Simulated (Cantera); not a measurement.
Feed: 1 mol H₂S, 0.23 mol O₂, held at 3075 K and 20300 Torr.

Method: chemical equilibrium by Gibbs-energy minimisation in Cantera with the NASA 1993 tables (ideal gas, pure condensed phases). Candidate condensed phases: H₂O, H₂SO₄, S; 19 gas species. The numbers say what is thermodynamically allowed, not how fast it happens.

Base state: H₂ 0.330, H₂O 0.194, S₂ 0.194, SH 0.0844, H₂S 0.0667, SO 0.0523, S 0.0266, H 0.0219 (mole fractions); condensed: gas only.

Question: What changes in the equilibrium state with this change: temperature from 3075 K to 3423.15 K?

Answer: 
```csv
species,before,after
H₂,0.330,0.333
S₂,0.194,0.153
H₂O,0.194,0.149
H,0.0219,0.0549
OH,0.00452,0.0109
S,0.0266,0.0565
H₂S,0.0667,0.0418
SO,0.0523,0.0762
SH,0.0844,0.101
SO₂,0.0210,0.0192
O,0.000182,0.00105
O₂,4.22e-5,0.000182
S₂O,0.00396,0.00307
```

Question: What changes in the equilibrium state with this change: temperature from 3075 K to 800 K?

Answer: 
| species | before | after |
|---|---|---|
| H₂S | 0.0667 | 0.527 |
| H₂O | 0.194 | 0.442 |
| S₈ | <1e-9 | 0.0196 |
| H₂ | 0.330 | 0.000558 |
| S | 0.0266 | <1e-9 |
| H | 0.0219 | <1e-9 |
| SO | 0.0523 | 9.68e-9 |
| SH | 0.0844 | 1.86e-7 |
| S₂ | 0.194 | 0.00826 |
| SO₂ | 0.0210 | 0.00186 |
| OH | 0.00452 | <1e-9 |
| O | 0.000182 | <1e-9 |
| S(l), mol | 0 | 0.276 |
Gases not in the tables: S₃ to S₇.

Question: What changes in the equilibrium state with this change: O₂ from 0.23 to 0.37 mol?

Answer: 
```json
[
 {"species": "H₂", "before": "0.330", "after": "0.265"},
 {"species": "H₂O", "before": "0.194", "after": "0.259"},
 {"species": "S₂", "before": "0.194", "after": "0.166"},
 {"species": "SO₂", "before": "0.0210", "after": "0.0537"},
 {"species": "SO", "before": "0.0523", "after": "0.0804"},
 {"species": "H₂S", "before": "0.0667", "after": "0.0495"},
 {"species": "SH", "before": "0.0844", "after": "0.0700"},
 {"species": "H", "before": "0.0219", "after": "0.0196"},
 {"species": "S", "before": "0.0266", "after": "0.0246"},
 {"species": "O₂", "before": "4.22e-5", "after": "0.000117"},
 {"species": "O", "before": "0.000182", "after": "0.000302"},
 {"species": "OH", "before": "0.00452", "after": "0.00673"}
]
```
